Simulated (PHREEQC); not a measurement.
# Cooling-tower water

Model water analysis in mmol/kgw, 25 °C, pH 6.7, pe 2.8:

```
constituent           mmol/kgw
--------------------  --------
Na                        4.65
K                     0.000166
Ca                        11.1
Mg                        3.16
Cl                        13.9
S(6)                       1.1
Alkalinity (meq/kgw)      16.3
Fe(2)                    0.874
Zn                      0.0238
Li                       0.203
Mn(2)                    0.063
```

Valence states are taken as typed.

Computed with PHREEQC (ion-association model, phreeqc.dat).

No solid was allowed to form.

Task: Predict the ionic strength, specific conductance.

Result: ionic strength 0.0453 mol/kgw; specific conductance 2980 µS/cm.

Task: In which forms is Zn present?

Result: Zn+2 44 %, ZnHCO3+ 39 %, ZnCO3 12 %, ZnSO4 1.6 %, Zn(CO3)2-2 1.6 %, ZnCl+ 0.8 % of the Zn.

Examples of supersaturated solids here: Siderite, Rhodochrosite. Others may be too. The database's zinc carbonate complexes are estimates, stronger than later reviews accept.
